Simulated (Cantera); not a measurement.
An isothermal, constant-pressure homogeneous reactor starts with CH4 : H2 = 0.023 : 1 (molar parts), at 1248 K and 9.00 Torr. Integrator tolerance rtol = 1e-08.

Model: GRI-Mech 3.0 (53 species, 325 reactions), integrated in Cantera. GRI-Mech 3.0 stops at C3 and has no aromatics, soot or wall deposition, so with more carbon than oxygen in the feed, carbon stays in small species such as C2H2 where larger ones or solid carbon would form. Radical loss at walls, strong at low pressure, is not modelled.

What does this change do: temperature 1248 to 2275 K?


| quantity | before | after |
|---|---|---|
| x(CH4) at 20.0 s | 0.0225 (gas-phase equilibrium 0.0151) | 3.88e-6 (gas-phase equilibrium 3.91e-6) |
| x(H2) at 20.0 s | 0.978 (gas-phase equilibrium 0.981) | 0.915 (gas-phase equilibrium 0.915) |
| x(CH2) at 20.0 s | 2.79e-12 (gas-phase equilibrium 3.05e-12) | 7.24e-7 (gas-phase equilibrium 7.30e-7) |
| x(C2H6) at 20.0 s | 1.10e-7 (gas-phase equilibrium 2.39e-7) | <1e-12 (gas-phase equilibrium <1e-12) |
| x(CH3) at 20.0 s | 1.48e-6 (gas-phase equilibrium 1.27e-6) | 5.95e-6 (gas-phase equilibrium 6.00e-6) |
| x(C2H) at 20.0 s | <1e-12 (gas-phase equilibrium 4.17e-12) | 3.64e-5 (gas-phase equilibrium 3.64e-5) |
| x(C2H2) at 20.0 s | 5.84e-7 (gas-phase equilibrium 0.00337) | 0.0105 (gas-phase equilibrium 0.0105) |
